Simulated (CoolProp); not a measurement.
Computed with CoolProp (reference Helmholtz-energy equation of state, Marx 1992).

For R113, give the phase and the cv (kJ/(kg K)), expansivity (1/kK) at 62.25 °C and 14.7 bar; 165.15 °C and 14.7 bar; 206.25 °C and 14.7 bar.


- 62.25 °C and 14.7 bar: liquid; cv 0.702, expansivity 1.71
- 165.15 °C and 14.7 bar: gas; cv 0.771, expansivity 6.63
- 206.25 °C and 14.7 bar: gas; cv 0.771, expansivity 3.95
